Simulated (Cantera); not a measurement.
An isothermal, constant-pressure homogeneous reactor starts with C₂H₆ : N₂ = 1 : 54 (molar parts), at 1000 K and 100000 Pa.

Detailed kinetics in Cantera: GRI-Mech 3.0 (53 species, 325 reactions). GRI-Mech 3.0 stops at C3 and has no aromatics, soot or wall deposition, so with more carbon than oxygen in the feed, carbon stays in small species such as C2H2 where larger ones or solid carbon would form.

Q: Predict: x(C₂H₆) at 60.0 s; x(H₂) at 60.0 s; x(C₂H₂) at 60.0 s; x(H) at 60.0 s; x(CH₄) at 60.0 s.

A: x(C₂H₆) at 60.0 s: 0.000706 (gas-phase equilibrium 2.05e-5)
x(H₂) at 60.0 s: 0.0174 (gas-phase equilibrium 0.00347)
x(C₂H₂) at 60.0 s: 0.00146 (gas-phase equilibrium 0.00124)
x(H) at 60.0 s: 8.22e-9 (gas-phase equilibrium 1.35e-10)
x(CH₄) at 60.0 s: 0.00117 (gas-phase equilibrium 0.0201)
